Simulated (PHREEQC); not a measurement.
Consider water at 25 °C with 0.039 mol/kgw H2SO4, 0.13 mol/kgw NaCl and 0.00014 mol/kgw CuCl2. Closed to the air; pH follows from the charge balance.

Computed with PHREEQC (ion-association model, phreeqc.dat).

No solid was allowed to form.

### Question
Order these Cu species by the share of Cu that they hold, largest first: CuCl+, Cu+2, CuCl2, CuSO4.

### Answer
Cu+2 (73 %), CuSO4 (19 %), CuCl+ (8.4 %), CuCl2 (0.29 %)

### Question
Order these S species by the share of S that they hold, largest first: HSO4-, NaSO4-, SO4-2.

### Answer
HSO4- (59 %), SO4-2 (35 %), NaSO4- (6.5 %)

The pH is 1.36 and the ionic strength 0.197 mol/kgw. Complexes and solids missing from the database can't appear.
